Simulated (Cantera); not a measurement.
## Equilibrium for halide evaporation, hydrolysis and transport: MgF2 + O2 + H2 + HF

Feed: 1 mol MgF2, 0.45 mol O2, 15 mol H2, 0.16 mol HF, at 13.3 mbar.

These are equilibrium values from Cantera (NASA tables, ideal gas, pure condensed phases), not measurements of a reactor. Candidate condensed phases: H2O, Mg, MgF2, MgO, Mg(OH)2; 31 gas species. Mutual solubility and eutectic melting of coexisting phases are not modelled. Rates play no part.

```csv
T (K),log p H2,log p HF,log p H2O,log p MgF2,n MgF2(s),n MgO(s)
748,-1.91,-3.85,-3.10,<-13,1.00,0
798,-1.91,-3.85,-3.10,<-13,1.00,0
848,-1.91,-3.85,-3.10,<-13,1.00,0
898,-1.91,-3.85,-3.10,-13.12,1.00,0
948,-1.91,-3.85,-3.10,-11.94,1.00,0
998,-1.91,-3.85,-3.10,-10.88,1.00,0
1048,-1.91,-3.73,-3.12,-9.92,0.974,0.0262
1098,-1.91,-3.51,-3.15,-9.06,0.901,0.0987
1148,-1.91,-3.31,-3.22,-8.27,0.801,0.199
1198,-1.92,-3.16,-3.31,-7.55,0.675,0.325
1248,-1.92,-3.03,-3.43,-6.89,0.535,0.464
1298,-1.92,-2.94,-3.59,-6.28,0.403,0.597
1348,-1.93,-2.88,-3.78,-5.72,0.293,0.705
1398,-1.93,-2.84,-4.00,-5.20,0.212,0.781
```
log p: log10 of the partial pressure in bar; n: condensed amount in mol.

From 748 K to 998 K the condensed part is MgF2(s). From 1048 K to 1398 K the condensed part is MgF2(s) + MgO(s).
